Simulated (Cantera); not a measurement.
## Adiabatic ignition

An adiabatic, constant-pressure homogeneous reactor starts with 10.0 % CH4, 0.391 % C2H6, 0.581 % C3H8, 18.7 % O2, 70.3 % N2, equivalence ratio 1.3, at 1700 K and 1.01 bar.

Cantera simulation using GRI-Mech 3.0 (53 species, 325 reactions); the numbers are that mechanism's predictions, not measurements.

```
t (s)     T (K)   x CH4   x C2H6    x C3H8     x HO2    x HCO
--------  -----  ------  -------  --------  --------  -------
3.00e-6    1694  0.0997  0.00374   0.00528   7.33e-5  4.21e-8
6.83e-6    1690  0.0987  0.00356   0.00460  0.000107  4.61e-7
1.55e-5    1692  0.0950  0.00346   0.00311  0.000137  3.68e-6
3.54e-5    1770  0.0778  0.00264  0.000573  0.000411  3.18e-5
8.05e-5    2670  <1e-12   <1e-12    <1e-12   2.94e-6  1.79e-7
0.000183   2776  <1e-12   <1e-12    <1e-12   3.04e-6  1.53e-7
0.000417   2834  <1e-12   <1e-12    <1e-12   3.02e-6  1.44e-7
0.000949   2837  <1e-12   <1e-12    <1e-12   2.86e-6  1.43e-7
0.00216    2833  <1e-12   <1e-12    <1e-12   2.73e-6  1.43e-7
0.00491    2832  <1e-12   <1e-12    <1e-12   2.71e-6  1.43e-7
0.0112     2832  <1e-12   <1e-12    <1e-12   2.71e-6  1.43e-7
0.0255     2832  <1e-12   <1e-12    <1e-12   2.71e-6  1.43e-7
0.0579     2832  <1e-12   <1e-12    <1e-12   2.71e-6  1.43e-7
0.132      2832  <1e-12   <1e-12    <1e-12   2.71e-6  1.43e-7
0.300      2832  <1e-12   <1e-12    <1e-12   2.71e-6  1.43e-7
```
x: mole fraction; the columns are a selection and need not sum to one.

```
Item                                                               Value
---------------------------------  -------------------------------------
time of steepest temperature rise                                57.1 µs
temperature at 0.300 s                                            2832 K
equilibrium temperature                                           2832 K
x(CH4) at 0.300 s                  <1e-12 (gas-phase equilibrium <1e-12)
x(C2H6) at 0.300 s                 <1e-12 (gas-phase equilibrium <1e-12)
x(C3H8) at 0.300 s                 <1e-12 (gas-phase equilibrium <1e-12)
```
